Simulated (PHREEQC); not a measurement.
**Hard or scaling water: an equilibrium model**

Dissolve 0.13 mol MgCl2, 3.4e-05 mol NaHCO3 and 0.0014 mol NaCl per kg of water at 25 °C. Closed to the air; pH follows from the charge balance.

Equilibrium calculation in PHREEQC: ion-association model, phreeqc.dat.

Each row changes one thing in this solution. Precipitation was switched off in this run.

```tsv
case	pH	SI of Halite (NaCl)
as made	7.07	-5.31
NaCl left out	7.07	-6.94
NaHCO3 left out	6.40	___
temperature from 25 to 90 °C	___	-5.40
MgCl2 replaced by (CH3)4NCl at the same molality	7.76	-5.54
MgCl2 from 0.13 to 0.026 mol/kgw	7.41	___
diluted 2-fold with water	7.10	___
MgCl2 from 0.13 to 0.065 mol/kgw	7.23	-5.57
```

### Question
Some entries are withheld; supply them.

### Answer

- NaHCO3 left out, SI of Halite (NaCl): -5.32
- temperature from 25 to 90 °C, pH: 5.93
- MgCl2 from 0.13 to 0.026 mol/kgw, SI of Halite (NaCl): -5.89
- diluted 2-fold with water, SI of Halite (NaCl): -5.87

Complexes and solids missing from the database can't appear. Constants without temperature data keep their 25 °C values here.
